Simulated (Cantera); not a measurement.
Cantera run:

```python
import numpy as np
import cantera as ct

gas_names = """
    Br2 SiBr4 ALBr3 H2 HBr
""".split()
cond_names = """
    Si(cr) Si(L) AL(cr) AL(L) Ba(cr) Ba(L) BaBr2(s) BaBr2(L) Hg(cr) Hg(L) HgBr2(s) HgBr2(L) Ca(a) Ca(b)
    Ca(L) CaBr2(s) CaBr2(L) Mg(cr) Mg(L) MgBr2(s) MgBr2(L)
""".split()


# ... load() reads the species with a 1 bar reference pressure and builds the phases ...
species = {s.name: s for s in load("nasa_gas.yaml", gas_names) + load("nasa_condensed.yaml", cond_names)}
# Each term lists the table entries of one substance; the one whose range holds T is used.
reactions = {
    '0.5 Si + Br2(g) = 0.5 SiBr4(g)':
        [(-0.5, ['Si(cr)', 'Si(L)']), (-1, ['Br2']), (0.5, ['SiBr4'])],
    '0.6667 Al + Br2(g) = 0.6667 AlBr3(g)':
        [(-0.6666666666666666, ['AL(cr)', 'AL(L)']), (-1, ['Br2']), (0.6666666666666666, ['ALBr3'])],
    'Ba + Br2(g) = BaBr2':
        [(-1, ['Ba(cr)', 'Ba(L)']), (-1, ['Br2']), (1, ['BaBr2(s)', 'BaBr2(L)'])],
    'Hg + Br2(g) = HgBr2':
        [(-1, ['Hg(cr)', 'Hg(L)']), (-1, ['Br2']), (1, ['HgBr2(s)', 'HgBr2(L)'])],
    'Ca + Br2(g) = CaBr2':
        [(-1, ['Ca(a)', 'Ca(b)', 'Ca(L)']), (-1, ['Br2']), (1, ['CaBr2(s)', 'CaBr2(L)'])],
    'Mg + Br2(g) = MgBr2':
        [(-1, ['Mg(cr)', 'Mg(L)']), (-1, ['Br2']), (1, ['MgBr2(s)', 'MgBr2(L)'])],
    'H2(g) + Br2(g) = 2 HBr(g)':
        [(-1, ['H2']), (-1, ['Br2']), (2, ['HBr'])],
}


def pick(names, T):
    return next(species[n] for n in names if species[n].thermo.min_temp <= T <= species[n].thermo.max_temp)


results = []
for label, terms in reactions.items():
    print(label)
    print("     T/K   dH/kJ  dS/(J/K)   dG/kJ   log10 K")
    for T in [300, 375, 400, 425, 450, 475, 500, 525, 550, 575, 600]:
        used = [(nu, pick(names, T)) for nu, names in terms]
        dH = sum(nu * s.thermo.h(T) for nu, s in used) / 1e6
        dS = sum(nu * s.thermo.s(T) for nu, s in used) / 1e3
        dG = dH - T * dS / 1e3
        logK = -dG * 1e6 / (ct.gas_constant * T * np.log(10))
        results.append((label, T, dH, dS, dG, logK, [s.name for _, s in used]))
        print(f"{T:8g} {dH:8.1f} {dS:8.1f} {dG:8.1f} {logK:8.2f}")
```

It prints:

```
0.5 Si + Br2(g) = 0.5 SiBr4(g)
     T/K   dH/kJ  dS/(J/K)   dG/kJ   log10 K
     300   -238.6    -65.2   -219.1    38.15
     375   -238.4    -64.6   -214.2    29.84
     400   -238.4    -64.4   -212.6    27.76
     425   -238.3    -64.2   -211.0    25.93
     450   -238.2    -64.1   -209.4    24.31
     475   -238.2    -63.9   -207.8    22.85
     500   -238.1    -63.8   -206.2    21.54
     525   -238.0    -63.7   -204.6    20.36
     550   -238.0    -63.5   -203.0    19.28
     575   -237.9    -63.4   -201.4    18.30
     600   -237.8    -63.3   -199.9    17.40
0.6667 Al + Br2(g) = 0.6667 AlBr3(g)
     T/K   dH/kJ  dS/(J/K)   dG/kJ   log10 K
     300   -304.5    -31.4   -295.1    51.39
     375   -304.7    -31.8   -292.8    40.78
     400   -304.7    -31.9   -292.0    38.13
     425   -304.8    -32.0   -291.2    35.79
     450   -304.8    -32.1   -290.4    33.70
     475   -304.9    -32.2   -289.6    31.84
     500   -304.9    -32.3   -288.8    30.17
     525   -305.0    -32.4   -287.9    28.65
     550   -305.0    -32.5   -287.1    27.27
     575   -305.0    -32.6   -286.3    26.01
     600   -305.1    -32.6   -285.5    24.86
Ba + Br2(g) = BaBr2
     T/K   dH/kJ  dS/(J/K)   dG/kJ   log10 K
     300   -788.6   -159.2   -740.9   128.99
     375   -787.7   -156.4   -729.0   101.55
     400   -787.4   -155.6   -725.1    94.69
     425   -787.0   -154.8   -721.3    88.64
     450   -786.7   -154.1   -717.4    83.27
     475   -786.4   -153.4   -713.6    78.47
     500   -786.1   -152.7   -709.7    74.14
     525   -785.8   -152.1   -705.9    70.23
     550   -785.5   -151.5   -702.1    66.68
     575   -785.1   -150.9   -698.3    63.44
     600   -784.8   -150.4   -694.6    60.47
Hg + Br2(g) = HgBr2
     T/K   dH/kJ  dS/(J/K)   dG/kJ   log10 K
     300   -200.3   -151.1   -155.0    26.99
     375   -199.4   -148.4   -143.8    20.03
     400   -199.1   -147.5   -140.1    18.29
     425   -198.7   -146.6   -136.4    16.76
     450   -198.3   -145.7   -132.8    15.41
     475   -197.9   -144.9   -129.1    14.20
     500   -197.5   -144.0   -125.5    13.11
     525   -179.0   -107.9   -122.3    12.17
     550   -178.0   -106.2   -119.6    11.36
     575   -177.1   -104.5   -117.0    10.63
     600   -176.1   -102.9   -114.4     9.96
Ca + Br2(g) = CaBr2
     T/K   dH/kJ  dS/(J/K)   dG/kJ   log10 K
     300   -714.2   -158.2   -666.7   116.08
     375   -713.1   -155.2   -654.9    91.23
     400   -712.8   -154.3   -651.1    85.02
     425   -712.4   -153.4   -647.2    79.54
     450   -712.1   -152.6   -643.4    74.68
     475   -711.7   -151.9   -639.6    70.33
     500   -711.4   -151.2   -635.8    66.42
     525   -711.0   -150.5   -632.0    62.88
     550   -710.7   -149.9   -628.3    59.67
     575   -710.4   -149.3   -624.5    56.73
     600   -710.1   -148.8   -620.8    54.05
Mg + Br2(g) = MgBr2
     T/K   dH/kJ  dS/(J/K)   dG/kJ   log10 K
     300   -555.2   -160.8   -506.9    88.26
     375   -554.2   -157.8   -495.0    68.95
     400   -553.8   -156.9   -491.0    64.12
     425   -553.5   -156.1   -487.1    59.87
     450   -553.1   -155.2   -483.2    56.09
     475   -552.7   -154.4   -479.4    52.71
     500   -552.3   -153.6   -475.5    49.68
     525   -551.9   -152.9   -471.7    46.93
     550   -551.6   -152.1   -467.9    44.43
     575   -551.2   -151.4   -464.1    42.16
     600   -550.8   -150.8   -460.3    40.07
H2(g) + Br2(g) = 2 HBr(g)
     T/K   dH/kJ  dS/(J/K)   dG/kJ   log10 K
     300   -103.8     21.2   -110.2    19.18
     375   -104.3     19.6   -111.7    15.56
     400   -104.5     19.1   -112.2    14.65
     425   -104.7     18.7   -112.7    13.85
     450   -104.9     18.2   -113.1    13.13
     475   -105.1     17.8   -113.6    12.49
     500   -105.3     17.4   -114.0    11.91
     525   -105.5     17.1   -114.4    11.39
     550   -105.7     16.7   -114.9    10.91
     575   -105.8     16.4   -115.3    10.47
     600   -106.0     16.1   -115.7    10.07
```

Source: NASA polynomial tables (part measured, part estimated), evaluated in Cantera. Condensed species are held in their standard states even where they would react or evaporate.
